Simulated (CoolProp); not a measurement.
Properties of the fluoroketone C6F12O (FK-5-1-12) along the isobar 0.978 MPa (Tc = 168.7 °C, pc = 1.869 MPa, ω = 0.471).

The numbers come from the reference Helmholtz-energy equation of state, McLinden 2015 in CoolProp.

```csv
T (°C),phase,Z,cp (kJ/(kg K)),speed of sound (m/s),isothermal compressibility (1/MPa)
-52.95,liquid,0.09263,1.100,762.5,___
-40.25,liquid,0.08924,1.093,720.4,0.001345
-27.55,liquid,___,1.089,___,0.001543
-14.85,liquid,___,1.088,637.5,0.001782
-2.05,liquid,0.08140,1.089,596.5,0.002076
10.65,liquid,0.07946,1.093,556.3,0.002436
23.35,liquid,0.07780,1.099,516.6,0.002887
36.05,liquid,0.07641,___,477.4,___
48.75,liquid,0.07530,1.118,438.7,0.004204
61.55,liquid,0.07446,1.131,400.1,0.005200
74.25,liquid,0.07392,1.147,362.1,0.006554
86.95,liquid,0.07372,1.166,324.2,0.008479
99.65,liquid,0.07393,1.190,286.1,0.01137
112.45,liquid,0.07468,1.222,___,0.01614
```

Complete the blanks.


- -52.95, isothermal compressibility (1/MPa): 0.001179
- -27.55, Z: 0.08627
- -27.55, speed of sound (m/s): 678.7
- -14.85, Z: 0.08368
- 36.05, cp (kJ/(kg K)): 1.108
- 36.05, isothermal compressibility (1/MPa): 0.003461
- 112.45, speed of sound (m/s): 246.8
